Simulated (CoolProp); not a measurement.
Properties of CHF3 (R23) at several states (Tc = 26.1 °C, pc = 4.832 MPa, ω = 0.263).

Computed with CoolProp (reference Helmholtz-energy equation of state, Penoncello 2003).

| T (°C) | p (MPa) | phase | expansivity (1/kK) | Prandtl number | fugacity coefficient |
|---|---|---|---|---|---|
| 175.15 | 1.41 | gas | 2.466 | ? | 0.9771 |
| 43.55 | 9.92 | supercritical | ? | 2.05 | 0.4694 |
| 4.05 | 1 | gas | ? | ? | 0.9036 |
| -72.45 | 1.11 | liquid | ? | ? | ? |
| 102.15 | 25.9 | supercritical | 4.925 | ? | 0.5022 |

### Question
What belongs in the gaps?

### Answer

- 175.15, Prandtl number: 0.897
- 43.55, expansivity (1/kK): 13.17
- 4.05, expansivity (1/kK): 5.280
- 4.05, Prandtl number: 0.845
- -72.45, expansivity (1/kK): 2.782
- -72.45, Prandtl number: 2.60
- -72.45, fugacity coefficient: 0.1496
- 102.15, Prandtl number: 1.38

Viscosity comes from a separate model (Shan 2000). Thermal conductivity comes from a separate model (Shan 2000).
